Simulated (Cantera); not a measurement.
Source: NASA polynomial tables (part measured, part estimated), evaluated in Cantera. Values are per mole of reaction as written; species without (g) are pure solids or liquids, kept so even where they would boil at 1 bar.

Between 300 and 2698 K, where is each reaction favourable under standard conditions?
- NbO2(g) + 2 N(g) → Nb + 2 NO(g)


- NbO2(g) + 2 N(g) → Nb + 2 NO(g): ΔG° is -526 kJ at 300 K and -228 kJ at 2698 K; it stays negative (K > 1). ΔH° is -554 kJ and ΔS° -121 J/K at 2698 K.
